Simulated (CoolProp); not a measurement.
Vapour pressure (MPa) of carbon monoxide: the reference equation beside estimates from Tc = -140.3 °C, pc = 3.498 MPa, ω = 0.050.

Model: reference Helmholtz-energy equation of state, Lemmon 2006, in CoolProp. It is a short technical equation, of lower accuracy than the large ones.

```tsv
T (°C)	reference	Lee-Kesler	van der Waals	Redlich-Kwong	Soave-Redlich-Kwong	Peng-Robinson
-192.85	0.08677	0.08680	0.3169	0.07731	0.08628	[?]
-189.15	0.1315	0.1315	0.4084	0.1216	0.1310	0.1333
-185.45	0.1918	0.1920	0.5162	0.1826	0.1914	0.1935
-181.75	0.2708	0.2711	[?]	0.2637	0.2708	0.2723
-178.05	[?]	0.3721	0.7850	0.3682	0.3725	0.3728
-174.45	0.4938	0.4944	0.9434	0.4956	0.4960	0.4948
-170.75	0.6474	0.6478	1.126	0.6560	0.6516	0.6484
-167.05	0.8328	0.8327	1.330	0.8496	0.8398	0.8343
-163.35	1.054	1.053	1.556	1.079	1.064	1.056
-159.65	1.313	1.311	1.805	1.348	1.328	1.318
-156.05	1.607	1.604	2.069	[?]	1.627	1.614
-152.35	1.956	1.952	2.364	2.004	1.979	1.966
```

Task: Some entries are withheld; supply them.

Result: 
- -192.85, Peng-Robinson: 0.08852
- -181.75, van der Waals: 0.6414
- -178.05, reference: 0.3716
- -156.05, Redlich-Kwong: 1.650

Absolute difference from the reference over all 12 rows, mean and median: Lee-Kesler 0.1 and 0.1 %, van der Waals 104.4 and 82.5 %, Redlich-Kwong 3.4 and 2.5 %, Soave-Redlich-Kwong 0.7 and 0.6 %, Peng-Robinson 0.6 and 0.4 %.
